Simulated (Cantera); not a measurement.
Input: 1 mol FeCl₃, 0.12 mol O₂, 6 mol H₂, at 52000 Pa.

Method: chemical equilibrium by Gibbs-energy minimisation in Cantera with the NASA 1993 tables (ideal gas, pure condensed phases). Candidate condensed phases: Fe, FeCl₂, FeCl₃, FeO, Fe(OH)₂, Fe(OH)₃, Fe₂O₃, Fe₃O₄, H₂O; 22 gas species. The numbers say what is thermodynamically allowed, not how fast it happens.

x: gas mole fraction; n: condensed amount in mol.

```json
[
 {"T (K)": "923", "x H₂": "0.732", "x HCl": "0.224", "x FeCl₂": "0.00790", "x H₂O": "0.0352", "x H": "?", "n Fe(α)": "0.263", "n FeCl₂(s)": "0.662", "n Fe(γ)": "0", "n Fe(δ)": "0", "n Fe(l)": "0"},
 {"T (K)": "1073", "x H₂": "0.614", "x HCl": "0.313", "x FeCl₂": "0.0386", "x H₂O": "0.0321", "x H": "?", "n Fe(α)": "0.670", "n FeCl₂(s)": "0", "n Fe(γ)": "0", "n Fe(δ)": "0", "n Fe(l)": "0"},
 {"T (K)": "1223", "x H₂": "0.624", "x HCl": "0.289", "x FeCl₂": "0.0539", "x H₂O": "0.0320", "x H": "?", "n Fe(α)": "0", "n FeCl₂(s)": "0", "n Fe(γ)": "0.585", "n Fe(δ)": "0", "n Fe(l)": "0"},
 {"T (K)": "1373", "x H₂": "0.634", "x HCl": "0.267", "x FeCl₂": "0.0658", "x H₂O": "0.0320", "x H": "?", "n Fe(α)": "0", "n FeCl₂(s)": "0", "n Fe(γ)": "0.503", "n Fe(δ)": "0", "n Fe(l)": "0"},
 {"T (K)": "1523", "x H₂": "0.644", "x HCl": "0.249", "x FeCl₂": "0.0753", "x H₂O": "0.0320", "x H": "?", "n Fe(α)": "0", "n FeCl₂(s)": "0", "n Fe(γ)": "0.434", "n Fe(δ)": "0", "n Fe(l)": "0"},
 {"T (K)": "1673", "x H₂": "0.651", "x HCl": "0.234", "x FeCl₂": "0.0829", "x H₂O": "0.0320", "x H": "?", "n Fe(α)": "0", "n FeCl₂(s)": "0", "n Fe(γ)": "0", "n Fe(δ)": "0.378", "n Fe(l)": "0"},
 {"T (K)": "1823", "x H₂": "0.656", "x HCl": "0.223", "x FeCl₂": "0.0884", "x H₂O": "0.0320", "x H": "?", "n Fe(α)": "0", "n FeCl₂(s)": "0", "n Fe(γ)": "0", "n Fe(δ)": "0", "n Fe(l)": "0.336"},
 {"T (K)": "1973", "x H₂": "0.657", "x HCl": "0.218", "x FeCl₂": "0.0905", "x H₂O": "0.0319", "x H": "?", "n Fe(α)": "0", "n FeCl₂(s)": "0", "n Fe(γ)": "0", "n Fe(δ)": "0", "n Fe(l)": "0.316"},
 {"T (K)": "2123", "x H₂": "0.655", "x HCl": "0.214", "x FeCl₂": "0.0916", "x H₂O": "0.0318", "x H": "?", "n Fe(α)": "0", "n FeCl₂(s)": "0", "n Fe(γ)": "0", "n Fe(δ)": "0", "n Fe(l)": "0.289"}
]
```

Problem. Complete the blanks.

Solution. 
- 923, x H: 2.90e-10
- 1073, x H: 1.52e-8
- 1223, x H: 3.29e-7
- 1373, x H: 3.68e-6
- 1523, x H: 2.57e-5
- 1673, x H: 0.000127
- 1823, x H: 0.000487
- 1973, x H: 0.00152
- 2123, x H: 0.00403
